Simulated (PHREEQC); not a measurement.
Make-up at 56 °C: 0.002 mol/kgw Na2SeO4, 0.0001 mol/kgw NaHCO3 and 0.003 mol/kgw FeCl3. Closed to the air; pH follows from the charge balance.

All values are PHREEQC results (ion-association model, wateq4f.dat), not measurements.

This is a speciation only: nothing precipitates in the calculation.

Q: Predict the pH.

A: pH 2.60.

Q: In which forms is Se present?

A: SeO4-2 86 %, HSeO4- 14 % of the Se.

The solution is supersaturated, for example in Hematite (slow to form), Goethite (slow to form), so a real one may precipitate; this is no full list. Species that the database lacks are ignored. Away from 25 °C the constants follow the database's enthalpies or fits; those with neither stay at their 25 °C values.
